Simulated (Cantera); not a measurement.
Charge: 1 mol Si₃H₈, 290 mol N₂, held at 2.10 Torr.

These are equilibrium values from Cantera (NASA tables, ideal gas, pure condensed phases), not measurements of a reactor. Candidate condensed phases: Si, Si₃N₄; 18 gas species. The feed counts by its element totals alone. N₂ is the only nitrogen source here; it is nearly inert below about 1500 K, so the nitride shown seldom forms there in practice. The tables' values for SiN are old estimates; treat these amounts as uncertain. The numbers say what is thermodynamically allowed, not how fast it happens.

x: gas mole fraction; n: condensed amount in mol.

```csv
T (K),x N₂,x H₂,x Si,x H,x Si₂N,n Si₃N₄(s),n Si(l)
1248,0.986,0.0137,3.41e-12,(withheld),<1e-12,1.00,0
1298,0.986,0.0137,4.47e-11,(withheld),<1e-12,1.00,0
1348,0.986,0.0137,4.83e-10,(withheld),<1e-12,1.00,0
1398,0.986,0.0137,4.40e-9,(withheld),9.83e-12,1.00,0
1448,0.986,0.0137,3.43e-8,(withheld),1.34e-10,1.000,0
1498,0.986,0.0137,2.32e-7,(withheld),1.54e-9,1.000,0
1548,0.986,0.0137,1.39e-6,(withheld),1.50e-8,1.000,0
1598,0.986,0.0136,7.42e-6,(withheld),1.26e-7,0.999,0
1648,0.986,0.0136,3.57e-5,(withheld),9.26e-7,0.996,0
1698,0.986,0.0135,0.000156,(withheld),6.05e-6,0.983,0
1748,0.986,0.0133,0.000520,(withheld),2.42e-5,0,2.83
```

### Question
Some entries are withheld; supply them.

### Answer

- 1248, x H: 1.03e-6
- 1298, x H: 2.37e-6
- 1348, x H: 5.12e-6
- 1398, x H: 1.05e-5
- 1448, x H: 2.04e-5
- 1498, x H: 3.80e-5
- 1548, x H: 6.80e-5
- 1598, x H: 0.000117
- 1648, x H: 0.000196
- 1698, x H: 0.000318
- 1748, x H: 0.000499
